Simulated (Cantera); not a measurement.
Input: 1 mol Cr, 2.4 mol NH₃, at 1648 K and 101000 Pa.

Equilibrium computed with Cantera from the NASA thermochemical tables; the gas is ideal and each condensed phase is pure. Candidate condensed phases: Cr, CrN, Cr₂N; 11 gas species. Rates play no part.

Base state: H₂ 0.750, N₂ 0.250, H 7.66e-5, NH₃ 1.36e-5 (mole fractions); condensed: Cr(s).

What changes in the equilibrium state with this change: temperature from 1648 K to 2348.15 K?


```
species      before    after
----------  -------  -------
H₂            0.750    0.720
N₂            0.250    0.242
Cr          8.79e-6   0.0273
H           7.66e-5   0.0104
NH₃         1.36e-5  3.75e-6
Cr(s), mol    1.000        0
Cr(l), mol        0    0.864
```
